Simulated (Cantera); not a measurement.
Ignition delay

Mixture: 13.9 % CH4, 13.9 % O2, 72.2 % N2, at 1.00 atm, adiabatic and at constant volume. Ignition delay is the time to a rise of 400 K.

Cantera simulation using GRI-Mech 3.0 (53 species, 325 reactions); the numbers are that mechanism's predictions, not measurements.

```csv
T0 (K),delay (ms)
1425,4.48
1500,1.91
1575,0.882
1650,0.441
1725,0.240
```

```yaml
apparent activation energy between 1575 and 1725 K: 200 kJ/mol
```
